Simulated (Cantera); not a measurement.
## Hydrocarbon pyrolysis for carbon deposition

A perfectly stirred reactor is fed with 1.05 % C₂H₆, 98.9 % H₂, at 101000 Pa; it is held at 1475 K, and followed from long to short residence time.

Detailed kinetics in Cantera: GRI-Mech 3.0 (53 species, 325 reactions). GRI-Mech 3.0 stops at C3 and has no aromatics, soot or wall deposition, so with more carbon than oxygen in the feed, carbon stays in small species such as C2H2 where larger ones or solid carbon would form.

```
τ (s)      x C₂H₆   x H₂    x CH₄   x C₂H₄     x C₂H    x CH₃       x H
-------  --------  -----  -------  -------  --------  -------  --------
0.58      1.76e-5  0.983   0.0133  0.00104  1.02e-10  6.28e-6   2.29e-5
0.23      3.10e-5  0.984   0.0108  0.00143  1.78e-10  6.83e-6   3.06e-5
0.094     5.29e-5  0.985  0.00890  0.00180  2.76e-10  7.60e-6   4.12e-5
0.038     9.16e-5  0.986  0.00759  0.00220  3.91e-10  8.79e-6   5.54e-5
0.015    0.000165  0.986  0.00682  0.00267  5.00e-10  1.07e-5   7.38e-5
0.0062   0.000299  0.986  0.00645  0.00326  5.59e-10  1.35e-5   9.47e-5
0.0025   0.000561  0.986  0.00624  0.00396  5.37e-10  1.78e-5  0.000119
0.0010    0.00107  0.986  0.00598  0.00457  4.20e-10  2.40e-5  0.000144
0.00040   0.00206  0.987  0.00542  0.00473  2.49e-10  3.29e-5  0.000166
```
x: mole fraction; the columns are a selection and need not sum to one.
